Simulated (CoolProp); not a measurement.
The fluid at 293.15 K and 0.542 MPa is compressed adiabatically to 1.24 MPa with isentropic efficiency 0.85. The same conditions are run with several fluids, on thermodynamics alone (safety and materials aside).

The numbers come from the reference Helmholtz-energy equation of state of each fluid (ethylene: Smukala 2000; nitrogen: Span 2000; R1132(E): Akasaka 2024; R13: Platzer 1990; R410A: Lemmon 2003) in CoolProp. The equations of Platzer and Polt are older, rougher fits. Blends and air are pseudo-pure fits.

Q: Rank ethylene, nitrogen, R1132(E), R13, R410A by work (kJ/kg), highest first.

A: nitrogen (95.7), ethylene (88.3), R1132(E) (36.0), R410A (31.5), R13 (22.4)

```csv
fluid,final temperature (K),final density (kg/m³)
ethylene,351.5,12.4
nitrogen,385.2,10.8
R1132(E),336.8,31.5
R13,332.2,51.1
R410A,337.6,36.0
```
